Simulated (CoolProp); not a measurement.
Values from CoolProp's reference Helmholtz-energy equation of state, Wagner 2002.

**Question.** For water, give the phase and the cv (kJ/(kg K)), Prandtl number at 329.65 °C and 149 kPa; 38.75 °C and 33100 kPa; 266.55 °C and 19700 kPa.

**Answer.** 
- 329.65 °C and 149 kPa: gas; cv 1.56, Prandtl number 0.936
- 38.75 °C and 33100 kPa: liquid; cv 3.99, Prandtl number 4.29
- 266.55 °C and 19700 kPa: liquid; cv 3.10, Prandtl number 0.813

Viscosity comes from a separate model (Huber 2009). Thermal conductivity comes from a separate model (Huber 2012).
